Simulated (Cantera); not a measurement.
**Thermodynamics of chemical vapour transport, feed Al₂O₃ + HI + N₂ + I₂**

Charge: 1 mol Al₂O₃, 0.022 mol HI, 8.9 mol N₂, 0.05 mol I₂, held at 2.60 bar.

These are equilibrium values from Cantera (NASA tables, ideal gas, pure condensed phases), not measurements of a reactor. Candidate condensed phases: Al, AlI₃, AlN, Al₂O₃, H₂O, I₂; 41 gas species. The numbers say what is thermodynamically allowed, not how fast it happens.

```
T (K)  log p N₂  log p I  log p I₂  log p HI  log p H₂  log p H₂O  log p AlI₃  log p H  n Al₂O₃(s)
-----  --------  -------  --------  --------  --------  ---------  ----------  -------  ----------
725        0.41    -3.69     -1.84     -2.20     -4.29      -8.21       -8.38     <-11        1.00
775        0.41    -3.34     -1.84     -2.20     -4.23      -7.84       -8.01     <-11        1.00
825        0.41    -3.03     -1.85     -2.20     -4.17      -7.52       -7.69     <-11        1.00
875        0.41    -2.76     -1.86     -2.21     -4.11      -7.23       -7.41     <-11        1.00
925        0.41    -2.52     -1.88     -2.21     -4.05      -6.98       -7.16     <-11        1.00
975        0.41    -2.32     -1.91     -2.21     -3.99      -6.76       -6.93   -10.93        1.00
1025       0.41    -2.14     -1.96     -2.21     -3.91      -6.56       -6.73   -10.32        1.00
1075       0.41    -1.99     -2.02     -2.22     -3.82      -6.38       -6.55    -9.75        1.00
1125       0.41    -1.86     -2.11     -2.22     -3.72      -6.22       -6.39    -9.21       1.000
1175       0.41    -1.76     -2.22     -2.23     -3.60      -6.08       -6.25    -8.71       1.000
1225       0.41    -1.69     -2.35     -2.25     -3.48      -5.95       -6.13    -8.24       1.000
1275       0.41    -1.63     -2.49     -2.26     -3.34      -5.85       -6.02    -7.80       1.000
1325       0.41    -1.59     -2.65     -2.29     -3.22      -5.76       -5.94    -7.39       1.000
1375       0.41    -1.56     -2.81     -2.32     -3.10      -5.69       -5.87    -7.01       1.000
```
log p: log10 of the partial pressure in bar; n: condensed amount in mol.

From 725 K to 1375 K the condensed part is Al₂O₃(s).
